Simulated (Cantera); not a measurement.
**Stirred combustor or abatement burner**

A perfectly stirred reactor is fed with 4.72 % CH4, 0.897 % CO, 19.8 % O2, 74.6 % N2, at 43000 Pa; it is adiabatic with a 325 K inlet, and is followed from long to short residence time, starting on the burning branch (τ in s: 0.077, 0.041, 0.022, 0.012, 0.0064, 0.0034, 0.0018, 0.00098, 0.00052, 0.00028, 0.00015, 8.1e-05, 4.3e-05).

Detailed kinetics in Cantera: GRI-Mech 3.0 (53 species, 325 reactions).

```
τ (s)    T (K)     x CH4      x CO    x O2  x CH2CO    x C2H2   x H2O    x N2O
-------  -----  --------  --------  ------  -------  --------  ------  -------
0.077     1500   3.60e-5  0.000779  0.0994  3.33e-9  5.83e-10  0.0940  4.17e-7
0.041     1494   5.38e-5   0.00120  0.0996  5.02e-9  6.76e-10  0.0938  3.73e-7
0.022     1485   8.08e-5   0.00184  0.0998  7.60e-9  7.90e-10  0.0934  3.25e-7
0.012     1472  0.000122   0.00280   0.100  1.18e-8  9.62e-10  0.0929  2.79e-7
0.0064    1452  0.000193   0.00435   0.101  2.00e-8   1.31e-9  0.0923  2.34e-7
0.0034    1422  0.000328   0.00691   0.102  3.89e-8   2.14e-9  0.0913  1.90e-7
0.0018    1372  0.000660    0.0116   0.105  1.05e-7   5.16e-9  0.0897  1.40e-7
0.00098    325    0.0472   0.00897   0.198   <1e-12    <1e-12  <1e-12   <1e-12
0.00052    325    0.0472   0.00897   0.198   <1e-12    <1e-12  <1e-12   <1e-12
0.00028    325    0.0472   0.00897   0.198   <1e-12    <1e-12  <1e-12   <1e-12
0.00015    325    0.0472   0.00897   0.198   <1e-12    <1e-12  <1e-12   <1e-12
8.1e-5     325    0.0472   0.00897   0.198   <1e-12    <1e-12  <1e-12   <1e-12
4.3e-5     325    0.0472   0.00897   0.198   <1e-12    <1e-12  <1e-12   <1e-12
```
x: mole fraction; the columns are a selection and need not sum to one.
